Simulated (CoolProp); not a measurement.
Values from CoolProp's reference Helmholtz-energy equation of state, Lemmon 2006. It is a short technical equation, of lower accuracy than the large ones.

Q: For toluene, give the phase and the speed of sound (m/s), conductivity (mW/(m K)), fugacity coefficient at 194.9 K and 0.361 MPa; 313 K and 0.0641 MPa; 274.9 K and 0.0134 MPa.

A: 
- 194.9 K and 0.361 MPa: liquid; speed of sound 1800, conductivity 156, fugacity coefficient 1.53e-6
- 313 K and 0.0641 MPa: liquid; speed of sound 1240, conductivity 126, fugacity coefficient 0.122
- 274.9 K and 0.0134 MPa: liquid; speed of sound 1400, conductivity 137, fugacity coefficient 0.0754

Thermal conductivity comes from a separate model (Assael 2012).
